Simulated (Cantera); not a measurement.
A perfectly stirred reactor is fed with 43.4 % H2, 36.2 % O2, 19.9 % N2, 0.471 % H2O, equivalence ratio 0.60, at 13300 Pa; it is held at 1125 K, and followed from long to short residence time.

Cantera simulation using the H2/O2 subset of GRI-Mech 3.0, which has no nitrogen chemistry; the numbers are that mechanism's predictions, not measurements. The temperature is held fixed by assumption; the heat of reaction is taken as removed at once.

Problem. Predict: x(H2) at τ = 0.650 s; x(O2) at τ = 0.650 s; x(H2O2) at τ = 0.650 s; x(O) at τ = 0.650 s; x(OH) at τ = 0.650 s; x(H2) at τ = 20.0 ms; x(O2) at τ = 20.0 ms; x(H2O2) at τ = 20.0 ms; x(O) at τ = 20.0 ms; x(OH) at τ = 20.0 ms.

Solution. 
```
Item                       Value
----------------------  --------
x(H2) at τ = 0.650 s    0.000976
x(O2) at τ = 0.650 s       0.185
x(H2O2) at τ = 0.650 s   2.50e-6
x(O) at τ = 0.650 s     0.000101
x(OH) at τ = 0.650 s    0.000422
x(H2) at τ = 20.0 ms     0.00843
x(O2) at τ = 20.0 ms       0.187
x(H2O2) at τ = 20.0 ms   6.12e-6
x(O) at τ = 20.0 ms      0.00108
x(OH) at τ = 20.0 ms     0.00150
```
